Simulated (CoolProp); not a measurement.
Properties of R410A along the isotherm 389 K.

Model: reference Helmholtz-energy equation of state, Lemmon 2003, in CoolProp. It is a pseudo-pure fit of the blend.

| p (MPa) | phase | density (kg/m³) | viscosity (µPa s) |
|---|---|---|---|
| 0.0387 | gas | 0.8702 | 16.8 |
| 0.0626 | gas | 1.409 | 16.9 |
| 0.101 | gas | 2.278 | 16.9 |
| 0.163 | gas | 3.688 | 16.9 |
| 0.264 | gas | 6.003 | 16.9 |
| 0.426 | gas | 9.765 | 16.9 |
| 0.689 | gas | 16.01 | 17.0 |
| 1.11 | gas | 26.37 | 17.1 |
| 1.8 | gas | 44.44 | 17.4 |
| 2.91 | gas | 76.91 | 17.9 |
| 4.69 | gas | 141.1 | 19.5 |
| 7.58 | supercritical | 304.2 | 26.8 |
| 12.3 | supercritical | 638.4 | 52.7 |

Viscosity comes from a separate model (Geller 2000).
